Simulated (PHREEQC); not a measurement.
Synthetic water in mmol/kgw, 30 °C, pH 6.43, pe 1: Na 0.082; K 0.000395; Ca 0.062; Mg 0.0236; Cl 0.00888; S(6) 0.055; Alkalinity (meq/kgw) 0.129; Li 0.000289.

Valence states are taken as typed.

The numbers come from PHREEQC with the ion-association model, phreeqc.dat.

No solid was allowed to form.

Estimate the charge-balance error.

charge-balance error 1.2 %.

In which forms is Mg present?

Mg+2 99 %, MgSO4 1.2 % of the Mg.

Complexes and solids missing from the database can't appear.
